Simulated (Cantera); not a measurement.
## Hydrocarbon pyrolysis for carbon deposition

An isothermal, constant-pressure homogeneous reactor starts with 23.8 % C2H4, 76.2 % H2, at 1325 K and 100000 Pa.

Model: GRI-Mech 3.0 (53 species, 325 reactions), integrated in Cantera. GRI-Mech 3.0 was tuned for natural gas; its chemistry of ethylene as a main component is partial and can be far from experiment. GRI-Mech 3.0 stops at C3 and has no aromatics, soot or wall deposition, so with more carbon than oxygen in the feed, carbon stays in small species such as C2H2 where larger ones or solid carbon would form.

```tsv
t (s)	x C2H4	x H2	x C2H6	x H	x C2H	x CH4	x C2H2
1.00e-6	0.238	0.762	8.00e-12	1.10e-10	<1e-12	<1e-12	9.32e-8
5.37e-6	0.238	0.762	2.75e-10	4.98e-10	<1e-12	<1e-12	5.01e-7
2.89e-5	0.238	0.762	8.72e-9	2.53e-9	<1e-12	4.14e-12	2.70e-6
0.000155	0.238	0.762	2.60e-7	1.36e-8	<1e-12	7.80e-10	1.47e-5
0.000833	0.238	0.762	9.05e-6	1.06e-7	<1e-12	1.44e-7	8.69e-5
0.00447	0.231	0.762	0.00250	1.04e-5	2.85e-11	0.000842	0.00380
0.0240	0.161	0.751	0.00428	1.32e-5	4.69e-10	0.0352	0.0485
0.129	0.105	0.715	0.00264	7.99e-6	4.56e-10	0.104	0.0742
0.693	0.0787	0.645	0.00181	4.12e-6	2.18e-10	0.213	0.0622
3.72	0.0503	0.559	0.00103	1.96e-6	8.66e-11	0.345	0.0449
20.0	0.0327	0.501	0.000636	1.21e-6	4.24e-11	0.434	0.0320
```
x: mole fraction; the columns are a selection and need not sum to one.

Equilibrium at this temperature and pressure: C2H4 0.0313, H2 0.496, C2H6 0.000609, H 1.16e-6, C2H 3.96e-11, CH4 0.441, C2H2 0.0309 (gas phase only).
